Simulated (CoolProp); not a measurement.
Saturation properties of fluorine.

The numbers come from the reference Helmholtz-energy equation of state, de Reuck 1990 in CoolProp.

```json
[
 {"T (K)": "85.8", "p (bar)": "1.105", "enthalpy of vaporisation (kJ/kg)": "173.6", "liquid cp (kJ/(kg K))": "1.513", "vapour Z": "0.9631", "surface tension (mN/m)": "13.3"},
 {"T (K)": "87.6", "p (bar)": "1.347", "enthalpy of vaporisation (kJ/kg)": "171.9", "liquid cp (kJ/(kg K))": "1.520", "vapour Z": "0.9578", "surface tension (mN/m)": "12.8"},
 {"T (K)": "89.4", "p (bar)": "1.627", "enthalpy of vaporisation (kJ/kg)": "170.1", "liquid cp (kJ/(kg K))": "1.527", "vapour Z": "0.9521", "surface tension (mN/m)": "12.3"},
 {"T (K)": "91.3", "p (bar)": "1.969", "enthalpy of vaporisation (kJ/kg)": "168.2", "liquid cp (kJ/(kg K))": "1.535", "vapour Z": "0.9455", "surface tension (mN/m)": "11.8"},
 {"T (K)": "93.1", "p (bar)": "2.341", "enthalpy of vaporisation (kJ/kg)": "166.3", "liquid cp (kJ/(kg K))": "1.544", "vapour Z": "0.9389", "surface tension (mN/m)": "11.3"},
 {"T (K)": "94.9", "p (bar)": "2.764", "enthalpy of vaporisation (kJ/kg)": "164.3", "liquid cp (kJ/(kg K))": "1.554", "vapour Z": "0.9317", "surface tension (mN/m)": "10.8"},
 {"T (K)": "96.7", "p (bar)": "3.242", "enthalpy of vaporisation (kJ/kg)": "162.3", "liquid cp (kJ/(kg K))": "1.564", "vapour Z": "0.9241", "surface tension (mN/m)": "10.3"},
 {"T (K)": "98.5", "p (bar)": "3.779", "enthalpy of vaporisation (kJ/kg)": "160.2", "liquid cp (kJ/(kg K))": "1.575", "vapour Z": "0.9160", "surface tension (mN/m)": "9.85"},
 {"T (K)": "100.3", "p (bar)": "4.380", "enthalpy of vaporisation (kJ/kg)": "158.0", "liquid cp (kJ/(kg K))": "1.588", "vapour Z": "0.9075", "surface tension (mN/m)": "9.38"},
 {"T (K)": "102.1", "p (bar)": "5.048", "enthalpy of vaporisation (kJ/kg)": "155.8", "liquid cp (kJ/(kg K))": "1.601", "vapour Z": "0.8984", "surface tension (mN/m)": "8.92"},
 {"T (K)": "103.9", "p (bar)": "5.788", "enthalpy of vaporisation (kJ/kg)": "153.4", "liquid cp (kJ/(kg K))": "1.616", "vapour Z": "0.8889", "surface tension (mN/m)": "8.46"},
 {"T (K)": "105.7", "p (bar)": "6.605", "enthalpy of vaporisation (kJ/kg)": "151.0", "liquid cp (kJ/(kg K))": "1.632", "vapour Z": "0.8788", "surface tension (mN/m)": "8.00"},
 {"T (K)": "107.5", "p (bar)": "7.502", "enthalpy of vaporisation (kJ/kg)": "148.5", "liquid cp (kJ/(kg K))": "1.650", "vapour Z": "0.8681", "surface tension (mN/m)": "7.55"},
 {"T (K)": "109.3", "p (bar)": "8.485", "enthalpy of vaporisation (kJ/kg)": "145.9", "liquid cp (kJ/(kg K))": "1.670", "vapour Z": "0.8569", "surface tension (mN/m)": "7.11"},
 {"T (K)": "111.1", "p (bar)": "9.558", "enthalpy of vaporisation (kJ/kg)": "143.1", "liquid cp (kJ/(kg K))": "1.693", "vapour Z": "0.8450", "surface tension (mN/m)": "6.67"}
]
```

It boils at 85.0 K under 1 atm.

Surface tension comes from a separate correlation (Mulero 2012).
